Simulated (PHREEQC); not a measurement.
Dissolve 0.015 mol CuSO4, 0.0043 mol H2SO4 and 0.0011 mol KCl per kg of water at 20 °C. Closed to the air; pH follows from the charge balance.

Computed with PHREEQC (ion-association model, phreeqc.dat).

Problem. The ionic strength comes out as 0.0480 mol/kgw. What activity coefficients do HSO4-, SO4-2, K+, H+, Cl- get?

Solution. HSO4- 0.82, SO4-2 0.47, K+ 0.82, H+ 0.86, Cl- 0.82.

Precipitation was switched off in this run.
